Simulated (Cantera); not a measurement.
Standard-state values (1 bar) from the NASA 1993 polynomials, evaluated with Cantera. Values are per mole of reaction as written; species without (g) are pure solids or liquids, kept so even where they would boil at 1 bar. The tables' values for SiF2 are old estimates.

a) 0.6667 B + F2(g) ⇌ 0.6667 BF3(g)
b) 0.5 C + F2(g) ⇌ 0.5 CF4(g)
c) Cu + F2(g) ⇌ CuF2(g)
d) Si + F2(g) ⇌ SiF2(g)

Question: Order these by ΔG° at 1873 K, most negative first.

Answer: a (-680 kJ), d (-635 kJ), b (-325 kJ), c (-305 kJ)
